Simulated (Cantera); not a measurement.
Feed: 1 mol LiOH, 0.88 mol H2, 0.018 mol H2O, equilibrated at 2048 K and 45.0 Pa.

These are equilibrium values from Cantera (NASA tables, ideal gas, pure condensed phases), not measurements of a reactor. Candidate condensed phases: H2O, Li, LiH, LiOH, Li2O; 17 gas species. Rates play no part.

Base state: Li 0.284, H2O 0.283, H2 0.223, LiOH 0.151, H 0.0498, OH 0.00689, O 0.00111, O2 0.000605 (mole fractions); condensed: gas only.

Task: What changes in the equilibrium state with this change: pressure from 45.0 Pa to 3.40 mbar?

Result: 
```tsv
species	before	after
H2	0.223	0.286
LiOH	0.151	0.236
H2O	0.283	0.231
Li	0.284	0.223
H	0.0498	0.0205
O2	0.000605	3.25e-5
O	0.00111	9.38e-5
OH	0.00689	0.00181
```

Task: What changes in the equilibrium state with this change: temperature from 2048 K to 1973.15 K?

Result: 
```json
[
 {"species": "H2O", "before": "0.283", "after": "0.272"},
 {"species": "Li", "before": "0.284", "after": "0.267"},
 {"species": "H2", "before": "0.223", "after": "0.246"},
 {"species": "LiOH", "before": "0.151", "after": "0.178"},
 {"species": "H", "before": "0.0498", "after": "0.0316"},
 {"species": "O2", "before": "0.000605", "after": "0.000150"},
 {"species": "O", "before": "0.00111", "after": "0.000313"},
 {"species": "OH", "before": "0.00689", "after": "0.00331"},
 {"species": "LiO", "before": "0.000265", "after": "0.000147"}
]
```

Task: What changes in the equilibrium state with this change: temperature from 2048 K to 2123.15 K?

Result: 
| species | before | after |
|---|---|---|
| Li | 0.284 | 0.296 |
| H2O | 0.283 | 0.283 |
| H2 | 0.223 | 0.200 |
| LiOH | 0.151 | 0.125 |
| H | 0.0498 | 0.0757 |
| OH | 0.00689 | 0.0133 |
| O2 | 0.000605 | 0.00214 |
| O | 0.00111 | 0.00356 |
| LiO | 0.000265 | 0.000443 |
